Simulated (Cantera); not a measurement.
## Low-pressure radical oxidation in H2/O2

An isothermal, constant-pressure homogeneous reactor starts with 9.92 % H₂, 76.3 % O₂, 13.7 % N₂, at 975 K and 0.0133 bar.

Model: GRI-Mech 3.0 (53 species, 325 reactions), integrated in Cantera. Radical loss at walls, strong at low pressure, is not modelled. The temperature is held fixed by assumption; the heat of reaction is taken as removed at once.

```json
[
 {"t (s)": "1.00e-6", "x H₂": "0.0992", "x O₂": "0.763", "x OH": "<1e-12", "x H": "<1e-12", "x H₂O₂": "<1e-12"},
 {"t (s)": "4.27e-6", "x H₂": "0.0992", "x O₂": "0.763", "x OH": "<1e-12", "x H": "1.54e-12", "x H₂O₂": "<1e-12"},
 {"t (s)": "1.82e-5", "x H₂": "0.0992", "x O₂": "0.763", "x OH": "<1e-12", "x H": "6.37e-12", "x H₂O₂": "<1e-12"},
 {"t (s)": "7.77e-5", "x H₂": "0.0992", "x O₂": "0.763", "x OH": "3.46e-12", "x H": "2.55e-11", "x H₂O₂": "<1e-12"},
 {"t (s)": "0.000331", "x H₂": "0.0992", "x O₂": "0.763", "x OH": "3.51e-11", "x H": "1.32e-10", "x H₂O₂": "<1e-12"},
 {"t (s)": "0.00141", "x H₂": "0.0992", "x O₂": "0.763", "x OH": "2.18e-9", "x H": "6.91e-9", "x H₂O₂": "<1e-12"},
 {"t (s)": "0.00603", "x H₂": "0.0615", "x O₂": "0.744", "x OH": "0.00295", "x H": "0.0167", "x H₂O₂": "2.70e-7"},
 {"t (s)": "0.0257", "x H₂": "0.000883", "x O₂": "0.745", "x OH": "0.00107", "x H": "0.00229", "x H₂O₂": "2.05e-7"},
 {"t (s)": "0.110", "x H₂": "3.82e-5", "x O₂": "0.751", "x OH": "0.000183", "x H": "1.65e-5", "x H₂O₂": "1.32e-7"},
 {"t (s)": "0.469", "x H₂": "1.86e-6", "x O₂": "0.751", "x OH": "4.50e-5", "x H": "2.37e-7", "x H₂O₂": "4.64e-8"},
 {"t (s)": "2.00", "x H₂": "1.46e-7", "x O₂": "0.751", "x OH": "1.49e-5", "x H": "8.53e-9", "x H₂O₂": "1.37e-8"}
]
```
x: mole fraction; the columns are a selection and need not sum to one.

Equilibrium at this temperature and pressure: H₂ 4.28e-11, O₂ 0.751, OH 2.89e-7, H <1e-12, H₂O₂ 2.12e-11 (gas phase only).
